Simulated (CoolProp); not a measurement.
Vapour-liquid equilibrium of dimethyl ether (1) + n-pentane (2) at -22.45 °C; x and y are mole fractions of (1).

Computed with CoolProp (multi-fluid Helmholtz-energy mixture model, Wu 2011 and Thol 2019; pair parameters Bell 2016).

```
x     bubble pressure, mixture model (bar)  bubble pressure, Raoult's law (bar)  y, mixture model  y, Raoult's law
----  ------------------------------------  -----------------------------------  ----------------  ---------------
0.05                                0.1131                               0.1310             0.338            0.428
0.15                                   ___                               0.2351             0.709            0.715
0.25                                0.3765                               0.3393             0.852            0.826
0.35                                0.5401                               0.4434             0.913            0.884
0.45                                0.6857                               0.5475             0.942            0.921
0.55                                0.7993                               0.6517               ___            0.945
0.65                                0.8822                               0.7558             0.967            0.963
0.75                                0.9460                               0.8600             0.974            0.977
0.85                                   ___                               0.9641             0.981            0.988
0.95                                 1.076                                1.068               ___            0.996
```

Question: What belongs in the gaps?

Answer: 
- 0.15, bubble pressure, mixture model (bar): 0.2238
- 0.55, y, mixture model: 0.957
- 0.85, bubble pressure, mixture model (bar): 1.006
- 0.95, y, mixture model: 0.992

The largest gap from Raoult's law is +25.2 % in bubble pressure, at x = 0.45. No azeotrope shows between x = 0.05 and 0.95.

Pair parameters are fitted to limited data, so mixtures are less certain than the pure fluids. The gap from Raoult's law changes sign with composition, which may be real or a fault of the pair parameters; it wasn't checked against measurements.
